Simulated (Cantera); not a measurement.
## Equilibrium for silicon nitride deposition: trisilylamine + N₂ + H₂

Input: 1 mol trisilylamine, a varied amount of N₂, 29 mol H₂, held at 0.00110 bar.

Equilibrium computed with Cantera from the NASA thermochemical tables; the gas is ideal and each condensed phase is pure. Candidate condensed phases: Si, Si₃N₄; 18 gas species. The feed counts by its element totals alone. Mutual solubility and eutectic melting of coexisting phases are not modelled. Equilibrium is a limit: real reactors are often held back by kinetics, nucleation or transport.

Stable condensed phases:

```
T in K \ n(N₂) in mol
         0.66 0.79 0.93  1.1  1.3  1.6  1.9  2.2  2.6  3.1  3.7  4.4
   2100     A    A    A    A    A    A    A    A    A    A    A    A
   2025     B    B    B    B    B    B    B    B    B    B    B    B
   1950     B    B    B    B    B    B    B    B    B    B    B    B
   1875     B    B    B    B    B    B    B    B    B    B    B    B
   1800     B    B    B    B    B    B    B    B    B    B    B    B
   1725     B    B    B    B    B    B    B    B    B    B    B    B
   1650     B    B    B    B    B    B    B    B    B    B    B    B
   1575     B    B    B    B    B    B    B    B    B    B    B    B
   1500     B    B    B    C    C    C    C    C    C    D    D    D
   1425     C    C    C    C    C    C    D    D    D    D    D    D
   1350     C    C    C    C    C    D    D    D    D    D    D    D
   1275     C    C    C    C    C    D    D    D    D    D    D    D
   1200     C    C    C    C    C    D    D    D    D    D    D    D
   1125     C    C    C    C    C    D    D    D    D    D    D    D
```

A: gas only; B: Si; C: Si + Si₃N₄; D: Si₃N₄.
